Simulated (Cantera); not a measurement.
## LiOH + O₂ (calcination and drying)

Charge: 1 mol LiOH, 0.12 mol O₂, at 31.0 Pa.

Equilibrium computed with Cantera from the NASA thermochemical tables; the gas is ideal and each condensed phase is pure. Candidate condensed phases: H₂O, Li, LiH, LiOH, Li₂O; 17 gas species. Rates play no part.

```
T (K)  log p LiOH  log p H₂O  log p Li  log p O₂  log p O  log p H  log p OH  log p Li₂O  log p H₂  n Li₂O(s)
-----  ----------  ---------  --------  --------  -------  -------  --------  ----------  --------  ---------
1300        -4.31      -3.69     -8.64     -4.26    -8.88   -10.27     -7.22       -7.87     -8.62      0.447
1400        -3.89      -3.87     -7.34     -4.32    -8.19    -9.34     -6.86       -6.70     -8.06      0.337
1500        -3.66      -4.30     -6.21     -4.42    -7.60    -8.66     -6.69       -5.69     -7.81      0.151
1600        -3.61      -4.85     -5.29     -4.47    -7.07    -8.16     -6.62       -4.93     -7.79          0
1700        -3.64      -4.76     -4.85     -4.45    -6.58    -7.45     -6.26       -4.97     -7.23          0
1800        -3.68      -4.64     -4.51     -4.42    -6.13    -6.79     -5.92       -5.10     -6.70          0
1900        -3.77      -4.51     -4.26     -4.39    -5.72    -6.20     -5.60       -5.32     -6.20          0
2000        -3.90      -4.41     -4.08     -4.35    -5.35    -5.67     -5.31       -5.62     -5.77          0
2100        -4.08      -4.36     -3.97     -4.33    -5.02    -5.21     -5.08       -5.99     -5.42          0
2200        -4.34      -4.38     -3.91     -4.34    -4.74    -4.83     -4.91       -6.42     -5.15          0
```
log p: log10 of the partial pressure in bar; n: condensed amount in mol.

From 1300 K to 1500 K the condensed part is Li₂O(s). From 1600 K to 2200 K nothing is condensed. The main Li-bearing gas is LiOH at 1300 K and Li at 2200 K.
